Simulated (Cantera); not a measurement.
Input (Python, Cantera):

```python
import numpy as np
import cantera as ct

gas = ct.Solution("gri30.yaml")
gas.TPX = 1550, 22000, {'C2H6': 1, 'N2': 78}
inlet = ct.Reservoir(gas, clone=True)

reactor = ct.IdealGasConstPressureReactor(gas, energy="off", clone=False)
exhaust = ct.Reservoir(gas, clone=True)
tau = [3.8, 1.6, 0.7, 0.3, 0.13, 0.054, 0.023, 0.01, 0.0043][0]
for a, b in ((inlet, reactor), (reactor, exhaust)):
    ct.MassFlowController(a, b, mdot=lambda t: reactor.mass / tau)
net = ct.ReactorNet([reactor])
show = ['C2H6', 'H', 'CH2', 'CH3', 'HCN']

rows = []
print(f"{'tau/s':>10s}{'T/K':>9s}" + "".join(f"{s:>11s}" for s in show))
for tau in [3.8, 1.6, 0.7, 0.3, 0.13, 0.054, 0.023, 0.01, 0.0043]:
    net.initial_time = 0.0
    net.advance(30 * tau)
    before = gas.X
    net.advance(40 * tau)
    drift = np.max(np.abs(gas.X - before) / (gas.X + 1e-9))
    rows.append([gas.T, *gas[show].X, drift])
    print(f"{tau:10.3e}{gas.T:9.1f}" + "".join(f"{x:11.3e}" for x in gas[show].X))
```

It prints:

```
     tau/s      T/K       C2H6          H        CH2        CH3        HCN
 3.800e+00   1550.0  4.893e-06  2.097e-05  2.911e-08  3.614e-05  3.746e-06
 1.600e+00   1550.0  9.862e-06  2.670e-05  5.195e-08  5.094e-05  3.676e-06
 7.000e-01   1550.0  1.891e-05  3.408e-05  9.018e-08  7.016e-05  3.638e-06
 3.000e-01   1550.0  3.660e-05  4.358e-05  1.569e-07  9.727e-05  3.532e-06
 1.300e-01   1550.0  7.045e-05  5.462e-05  2.659e-07  1.348e-04  3.310e-06
 5.400e-02   1550.0  1.417e-04  6.742e-05  4.510e-07  1.913e-04  2.947e-06
 2.300e-02   1550.0  2.833e-04  8.019e-05  7.313e-07  2.708e-04  2.507e-06
 1.000e-02   1550.0  5.647e-04  9.169e-05  1.133e-06  3.825e-04  2.051e-06
 4.300e-03   1550.0  1.148e-03  1.003e-04  1.689e-06  5.450e-04  1.607e-06
```

Detailed kinetics in Cantera: GRI-Mech 3.0 (53 species, 325 reactions). GRI-Mech 3.0 stops at C3 and has no aromatics, soot or wall deposition, so with more carbon than oxygen in the feed, carbon stays in small species such as C2H2 where larger ones or solid carbon would form.
